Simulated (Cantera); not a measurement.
Charge: 1 mol Si, 1.3 mol Cl₂, 0.4 mol H₂, at 1.00 bar.

These are equilibrium values from Cantera (NASA tables, ideal gas, pure condensed phases), not measurements of a reactor. Candidate condensed phases: Si; 19 gas species. The tables' values for SiCl₃ are old estimates; treat these amounts as uncertain. Rates play no part.

x: gas mole fraction; n: condensed amount in mol.

```tsv
T (K)	x SiCl₄	x H₂	x SiHCl₃	x HCl	x SiCl₃	x SiH₂Cl₂	x SiCl₂	n Si(s)
800	0.542	0.326	0.128	0.00125	0.000155	0.00243	4.92e-6	0.317
825	0.542	0.327	0.126	0.00173	0.000250	0.00249	1.02e-5	0.317
850	0.543	0.327	0.125	0.00235	0.000392	0.00254	2.01e-5	0.317
875	0.543	0.327	0.124	(withheld)	0.000599	0.00259	(withheld)	0.318
900	0.543	0.327	0.123	(withheld)	0.000893	0.00263	(withheld)	0.318
925	0.543	0.326	0.121	0.00530	0.00130	0.00267	0.000124	0.319
950	0.542	0.326	0.120	0.00674	0.00186	0.00270	0.000213	0.319
975	0.542	0.325	0.119	0.00847	0.00261	0.00273	0.000356	0.320
1000	0.541	0.324	0.118	0.0105	0.00359	0.00276	0.000578	0.320
1025	0.539	0.323	0.116	0.0129	0.00487	0.00278	0.000917	0.320
1050	0.537	0.322	0.115	0.0156	0.00649	0.00280	0.00142	0.321
```

### Question
Complete the blanks.

### Answer

- 875, x HCl: 0.00313
- 875, x SiCl₂: 3.82e-5
- 900, x HCl: 0.00410
- 900, x SiCl₂: 7.01e-5
